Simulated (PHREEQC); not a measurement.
**Acid mine or pickling water (model solution)**

Synthetic water in mg/kgw, 20 °C, pH 2.17: Na 2010; K 70.5; Ca 52.2; Mg 217; Cl 725; S(6) as SO4 4850; Mn(2) 69.8.

Valence states are taken as typed.

Computed with PHREEQC (Pitzer model, pitzer.dat).

Each row changes one thing in this solution. No solid was allowed to form.

| case | ionic strength (mol/kgw) | SO4-2 (mol/kgw) | HSO4- (mol/kgw) | SI of Gypsum (CaSO4:2H2O) | SI of Halite (NaCl) |
|---|---|---|---|---|---|
| as made | 0.172 | 0.0424 | 0.00805 | -0.96 | -4.59 |
| Mg from 217 to 108 mg/kgw | 0.162 | 0.0421 | 0.00834 | -0.95 | -4.59 |
| temperature from 20 to 70 °C at the same typed pH | 0.150 | 0.0285 | 0.0220 | -1.04 | -4.64 |

Complexes and solids missing from the database can't appear. Constants without temperature data keep their 25 °C values here.
